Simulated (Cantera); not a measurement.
A Cantera script and its output.

```python
import numpy as np
import cantera as ct

gas = ct.Solution("h2o2.yaml")
gas.TPX = 450, 250000, {'H2': 1, 'O2': 0.505, 'N2': 1.9}
flame = ct.FreeFlame(gas, width=0.021)
flame.set_refine_criteria(ratio=3, slope=0.08, curve=0.16)
flame.transport_model = "mixture-averaged"
flame.solve(loglevel=0, auto=True)
flame.transport_model = "multicomponent"
flame.soret_enabled = False
flame.solve(loglevel=0, refine_grid=True)
z, T = flame.grid, flame.T
thick = (T[-1] - T[0]) / np.gradient(T, z).max()
show = ['H2', 'O2', 'H2O2', 'OH', 'H2O', 'HO2']
print(f"laminar burning velocity  {flame.velocity[0] * 100:.3f} cm/s")
print(f"burnt temperature         {T[-1]:.1f} K")
print(f"thermal thickness         {thick * 1e3:.4f} mm")
print(f"grid points               {len(z)}")
z0 = z[flame.heat_release_rate.argmax()]
print(f"{'z/mm':>9s}{'T/K':>9s}{'u/(m/s)':>9s}" + "".join(f"{s:>11s}" for s in show))
rows = []
for k in (-3, -2, -1.5, -1, -0.5, -0.25, 0, 0.25, 0.5, 1, 2, 4, 8):
    zz = z0 + k * thick
    rows.append([k * thick, np.interp(zz, z, T), np.interp(zz, z, flame.velocity),
                 *(np.interp(zz, z, flame.X[gas.species_index(s)]) for s in show)])
    print(f"{rows[-1][0] * 1e3:9.3f}{rows[-1][1]:9.1f}{rows[-1][2]:9.3f}" + "".join(f"{x:11.3e}" for x in rows[-1][3:]))
```

Result:

```
laminar burning velocity  424.974 cm/s
burnt temperature         2482.5 K
thermal thickness         0.1257 mm
grid points               112
     z/mm      T/K  u/(m/s)         H2         O2       H2O2         OH        H2O        HO2
   -0.377    450.0    4.250  2.937e-01  1.483e-01  1.581e-13  5.894e-15  4.817e-11  3.867e-12
   -0.251    450.0    4.250  2.937e-01  1.483e-01  2.526e-11  5.772e-13  5.582e-09  5.501e-10
   -0.189    450.0    4.250  2.936e-01  1.483e-01  2.593e-10  4.773e-12  4.968e-08  5.454e-09
   -0.126    450.2    4.249  2.932e-01  1.484e-01  1.670e-08  3.917e-10  2.250e-06  3.359e-07
   -0.063    469.5    4.381  2.840e-01  1.499e-01  8.646e-06  8.437e-06  6.852e-04  1.517e-04
   -0.031    722.0    6.507  2.441e-01  1.457e-01  8.674e-05  9.619e-04  2.175e-02  6.332e-04
    0.000   1214.0   10.548  1.594e-01  1.129e-01  2.623e-05  2.793e-03  1.004e-01  2.456e-04
    0.031   1569.8   13.447  8.121e-02  6.132e-02  5.267e-06  8.246e-03  1.942e-01  1.095e-04
    0.063   1757.4   14.963  5.084e-02  3.600e-02  2.878e-06  1.280e-02  2.372e-01  5.621e-05
    0.126   1941.4   16.385  4.030e-02  2.472e-02  1.522e-06  1.593e-02  2.591e-01  3.082e-05
    0.251   2109.0   17.616  3.551e-02  1.991e-02  8.893e-07  1.638e-02  2.739e-01  1.853e-05
    0.503   2251.4   18.622  2.929e-02  1.578e-02  6.027e-07  1.509e-02  2.889e-01  1.067e-05
    1.005   2359.4   19.358  2.268e-02  1.234e-02  4.504e-07  1.284e-02  3.022e-01  6.174e-06
```

Cantera simulation using the H2/O2 subset of GRI-Mech 3.0, which has no nitrogen chemistry; the numbers are that mechanism's predictions, not measurements. The hydrogen kinetics of GRI-Mech 3.0 are dated; newer H2 mechanisms differ, most at raised pressure. Burning velocities carry a grid error of a few per cent, more on coarse grids.
